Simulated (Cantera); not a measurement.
## Reactions in the system H-N-O-P

Standard-state values (1 bar) from the NASA 1993 polynomials, evaluated with Cantera. Values are per mole of reaction as written; species without (g) are pure solids or liquids, kept so even where they would boil at 1 bar.

10 PH₃(g) + 10 NO(g) = P₄O₁₀ + 10 NH₃(g) + 3 P₂(g)

| T (K) | ΔH° (kJ) | ΔS° (J/K) | ΔG° (kJ) | log10 K |
|---|---|---|---|---|
| 300 | -4005.4 | -1399.5 | -3585.5 | 624.28 |
| 373 | -4004.7 | -1397.7 | -3483.4 | 487.80 |
| 398 | -4004.1 | -1396.1 | -3448.5 | 452.58 |
| 423 | -4003.3 | -1394.2 | -3413.6 | 421.52 |
| 448 | -4002.3 | -1391.9 | -3378.8 | 393.94 |
| 473 | -4001.2 | -1389.5 | -3344.0 | 369.28 |
| 498 | -3999.9 | -1386.8 | -3309.3 | 347.10 |
| 523 | -3998.5 | -1384.1 | -3274.7 | 327.05 |
| 548 | -3997.0 | -1381.2 | -3240.1 | 308.83 |
